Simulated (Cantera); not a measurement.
# Formation from one mole of I₂

Source: NASA polynomial tables (part measured, part estimated), evaluated in Cantera. Values are per mole of reaction as written; species without (g) are pure solids or liquids, kept so even where they would boil at 1 bar.

0.6667 Al + I₂(g) = 0.6667 AlI₃(g)

```
T (K)  ΔH° (kJ)  ΔS° (J/K)  ΔG° (kJ)  log10 K  condensed phases
-----  --------  ---------  --------  -------  ----------------
498      -191.6      -31.3    -176.0    18.46             Al(s)
598      -191.8      -31.6    -172.9    15.10             Al(s)
698      -192.0      -31.9    -169.7    12.70             Al(s)
798      -192.3      -32.4    -166.5    10.90             Al(s)
898      -192.8      -32.9    -163.2     9.49             Al(s)
998      -200.4      -41.0    -159.4     8.34             Al(l)
1098     -200.8      -41.4    -155.3     7.39             Al(l)
1198     -201.2      -41.8    -151.1     6.59             Al(l)
1298     -201.7      -42.2    -146.9     5.91             Al(l)
1398     -202.2      -42.5    -142.7     5.33             Al(l)
```

H₂(g) + I₂(g) = 2 HI(g)

```json
[
 {"T (K)": "498", "ΔH° (kJ)": "-11.2", "ΔS° (J/K)": "17.8", "ΔG° (kJ)": "-20.1", "log10 K": "2.11"},
 {"T (K)": "598", "ΔH° (kJ)": "-11.9", "ΔS° (J/K)": "16.6", "ΔG° (kJ)": "-21.9", "log10 K": "1.91"},
 {"T (K)": "698", "ΔH° (kJ)": "-12.5", "ΔS° (J/K)": "15.7", "ΔG° (kJ)": "-23.5", "log10 K": "1.76"},
 {"T (K)": "798", "ΔH° (kJ)": "-12.9", "ΔS° (J/K)": "15.1", "ΔG° (kJ)": "-25.0", "log10 K": "1.64"},
 {"T (K)": "898", "ΔH° (kJ)": "-13.3", "ΔS° (J/K)": "14.7", "ΔG° (kJ)": "-26.5", "log10 K": "1.54"},
 {"T (K)": "998", "ΔH° (kJ)": "-13.5", "ΔS° (J/K)": "14.5", "ΔG° (kJ)": "-28.0", "log10 K": "1.46"},
 {"T (K)": "1098", "ΔH° (kJ)": "-13.7", "ΔS° (J/K)": "14.3", "ΔG° (kJ)": "-29.4", "log10 K": "1.40"},
 {"T (K)": "1198", "ΔH° (kJ)": "-13.8", "ΔS° (J/K)": "14.2", "ΔG° (kJ)": "-30.8", "log10 K": "1.34"},
 {"T (K)": "1298", "ΔH° (kJ)": "-13.9", "ΔS° (J/K)": "14.1", "ΔG° (kJ)": "-32.2", "log10 K": "1.30"},
 {"T (K)": "1398", "ΔH° (kJ)": "-14.0", "ΔS° (J/K)": "14.0", "ΔG° (kJ)": "-33.6", "log10 K": "1.26"}
]
```

Mg + I₂(g) = MgI₂

| T (K) | ΔH° (kJ) | ΔS° (J/K) | ΔG° (kJ) | log10 K | condensed phases |
|---|---|---|---|---|---|
| 498 | -426.4 | -156.0 | -348.7 | 36.58 | Mg(s), MgI₂(s) |
| 598 | -424.8 | -153.0 | -333.3 | 29.11 | Mg(s), MgI₂(s) |
| 698 | -423.0 | -150.3 | -318.1 | 23.81 | Mg(s), MgI₂(s) |
| 798 | -421.2 | -147.9 | -303.2 | 19.85 | Mg(s), MgI₂(s) |
| 898 | -419.4 | -145.8 | -288.5 | 16.78 | Mg(s), MgI₂(s) |
| 998 | -395.8 | -119.7 | -276.4 | 14.46 | Mg(l), MgI₂(l) |
| 1098 | -393.0 | -117.0 | -264.5 | 12.58 | Mg(l), MgI₂(l) |
| 1198 | -390.2 | -114.6 | -253.0 | 11.03 | Mg(l), MgI₂(l) |
| 1298 | -387.5 | -112.4 | -241.6 | 9.72 | Mg(l), MgI₂(l) |
| 1398 | -384.8 | -110.4 | -230.5 | 8.61 | Mg(l), MgI₂(l) |
